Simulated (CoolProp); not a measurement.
Saturation properties of R236FA.

The numbers come from the reference Helmholtz-energy equation of state, Pan 2012 in CoolProp.

| T (K) | p (MPa) | vapour density (kg/m³) | liquid viscosity (µPa s) | vapour viscosity (µPa s) | liquid conductivity (mW/(m K)) |
|---|---|---|---|---|---|
| 241.1 | (withheld) | 1.792 | 646 | 8.83 | 90.7 |
| 246.9 | 0.03182 | 2.405 | 586 | 9.04 | 88.8 |
| 252.8 | 0.04301 | 3.191 | 533 | 9.25 | 86.9 |
| 258.6 | 0.05689 | 4.151 | 488 | 9.46 | 85.0 |
| 264.4 | 0.07414 | (withheld) | 448 | 9.67 | 83.2 |
| 270.2 | 0.09531 | 6.751 | 413 | 9.88 | 81.4 |
| 276 | 0.1210 | 8.460 | 381 | (withheld) | 79.6 |
| 281.8 | 0.1517 | 10.50 | (withheld) | 10.3 | 77.9 |
| 287.7 | 0.1890 | 12.95 | 327 | 10.5 | 76.1 |
| 293.5 | 0.2322 | 15.78 | 303 | 10.7 | 74.4 |
| 299.3 | 0.2825 | 19.08 | 282 | 10.9 | 72.8 |
| 305.1 | (withheld) | 22.93 | (withheld) | 11.1 | 71.1 |
| 310.9 | 0.4081 | (withheld) | 244 | 11.3 | 69.4 |
| 316.7 | 0.4849 | 32.52 | 227 | 11.5 | 67.8 |
| 322.6 | 0.5738 | 38.55 | 211 | 11.8 | (withheld) |

What belongs in the gaps?


- 241.1, p (MPa): 0.02324
- 264.4, vapour density (kg/m³): 5.326
- 276, vapour viscosity (µPa s): 10.1
- 281.8, liquid viscosity (µPa s): 353
- 305.1, p (MPa): 0.3409
- 305.1, liquid viscosity (µPa s): 262
- 310.9, vapour density (kg/m³): 27.38
- 322.6, liquid conductivity (mW/(m K)): 66.1

It boils at 271.7 K under 1 atm.

Viscosity comes from a separate model (Huber 2003), an estimate that may be off by 10 % or more. Thermal conductivity comes from a separate model (Huber 2003), an estimate that may be off by 10 % or more.
